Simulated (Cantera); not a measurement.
Feed: 1 mol borazine, 1.7 mol O2, 0.92 mol H2, at 1727 °C and 1.33 mbar.

These are equilibrium values from Cantera (NASA tables, ideal gas, pure condensed phases), not measurements of a reactor. Candidate condensed phases: B, BN, B2O3, B3O3H3, H2O; 39 gas species. The feed counts by its element totals alone. The numbers say what is thermodynamically allowed, not how fast it happens.

Base state: H2 0.461, N2 0.203, HBO 0.0991, BO 0.0943, B2O2 0.0580, B2O3 0.0432, H 0.0302, HBO2 0.0107 (mole fractions); condensed: gas only.

What changes in the equilibrium state with this change: temperature from 1727 °C to 825 °C?


| species | before | after |
|---|---|---|
| H2 | 0.461 | 0.775 |
| N2 | 0.203 | 0.224 |
| H2O | 0.000276 | 0.000483 |
| HBO | 0.0991 | 2.91e-6 |
| BO | 0.0943 | <1e-9 |
| B2O2 | 0.0580 | <1e-9 |
| B2O3 | 0.0432 | 1.78e-7 |
| H | 0.0302 | 5.98e-7 |
| HBO2 | 0.0107 | 0.000102 |
| BO2 | 8.45e-5 | <1e-9 |
| B2O | 1.97e-5 | <1e-9 |
| BN(s), mol | 0 | 0.735 |
| B2O3(l), mol | 0 | 1.13 |
Mutual solubility and eutectic melting of coexisting phases are not modelled.
